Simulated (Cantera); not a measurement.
An isothermal, constant-pressure homogeneous reactor starts with C2H4 : H2 = 1 : 4 (molar parts), at 1375 K and 0.0600 bar. Integrator tolerance rtol = 1e-08.

Cantera simulation using GRI-Mech 3.0 (53 species, 325 reactions); the numbers are that mechanism's predictions, not measurements. GRI-Mech 3.0 was tuned for natural gas; its chemistry of ethylene as a main component is partial and can be far from experiment. GRI-Mech 3.0 stops at C3 and has no aromatics, soot or wall deposition, so with more carbon than oxygen in the feed, carbon stays in small species such as C2H2 where larger ones or solid carbon would form.

Q: What does this change do: C2H4 1 to 0.66 parts?

A: 
| quantity | before | after |
|---|---|---|
| x(C2H4) at 10.0 s | 0.00848 (gas-phase equilibrium 0.00740) | 0.00659 (gas-phase equilibrium 0.00552) |
| x(H2) at 10.0 s | 0.826 (gas-phase equilibrium 0.793) | 0.871 (gas-phase equilibrium 0.842) |
| x(C2H2) at 10.0 s | 0.157 (gas-phase equilibrium 0.141) | 0.116 (gas-phase equilibrium 0.0990) |
| x(CH2) at 10.0 s | 6.60e-11 (gas-phase equilibrium 2.03e-10) | 5.35e-11 (gas-phase equilibrium 1.75e-10) |
| x(H) at 10.0 s | 1.90e-5 (gas-phase equilibrium 1.25e-5) | 1.98e-5 (gas-phase equilibrium 1.29e-5) |
| x(CH3) at 10.0 s | 3.76e-6 (gas-phase equilibrium 1.85e-5) | 3.08e-6 (gas-phase equilibrium 1.65e-5) |

Q: What does this change do: pressure from 0.0600 bar to 0.000240 bar?

A: 
```tsv
quantity	before	after
x(C2H4) at 10.0 s	0.00848 (gas-phase equilibrium 0.00740)	0.185 (gas-phase equilibrium 3.67e-5)
x(H2) at 10.0 s	0.826 (gas-phase equilibrium 0.793)	0.803 (gas-phase equilibrium 0.833)
x(C2H2) at 10.0 s	0.157 (gas-phase equilibrium 0.141)	0.0129 (gas-phase equilibrium 0.167)
x(CH2) at 10.0 s	6.60e-11 (gas-phase equilibrium 2.03e-10)	1.21e-11 (gas-phase equilibrium 2.26e-10)
x(H) at 10.0 s	1.90e-5 (gas-phase equilibrium 1.25e-5)	1.56e-6 (gas-phase equilibrium 0.000203)
x(CH3) at 10.0 s	3.76e-6 (gas-phase equilibrium 1.85e-5)	3.23e-10 (gas-phase equilibrium 1.34e-6)
```
Radical loss at walls, strong at low pressure, is not modelled.
